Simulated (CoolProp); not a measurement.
Saturation properties of carbon dioxide.

Model: reference Helmholtz-energy equation of state, Span 1996, in CoolProp.

| T (K) | p (bar) | liquid density (kg/m³) | vapour density (kg/m³) | liquid viscosity (µPa s) | vapour viscosity (µPa s) |
|---|---|---|---|---|---|
| 235.2 | 10.82 | 1108 | 28.12 | 186 | 11.9 |
| 237.3 | 11.67 | 1100 | 30.30 | 180 | 12.0 |
| 239.4 | 12.56 | 1091 | 32.61 | 174 | 12.1 |
| 241.4 | 13.46 | 1083 | 34.94 | 169 | 12.2 |
| 243.5 | 14.45 | 1074 | 37.54 | 163 | 12.3 |
| 245.6 | 15.49 | 1065 | 40.30 | 158 | 12.5 |
| 247.7 | 16.59 | 1056 | 43.23 | 152 | 12.6 |
| 249.7 | 17.68 | 1047 | 46.19 | 148 | 12.7 |
| 251.8 | 18.89 | 1038 | 49.48 | 143 | 12.8 |
| 253.9 | 20.16 | 1028 | 52.97 | 138 | 13.0 |
| 255.9 | 21.42 | 1019 | 56.50 | 134 | 13.1 |
| 258 | 22.81 | 1009 | 60.44 | 129 | 13.3 |
| 260.1 | 24.26 | 998.4 | 64.62 | 125 | 13.4 |
| 262.2 | 25.78 | 987.8 | 69.08 | 121 | 13.6 |

Viscosity comes from a separate model (Laesecke 2017).
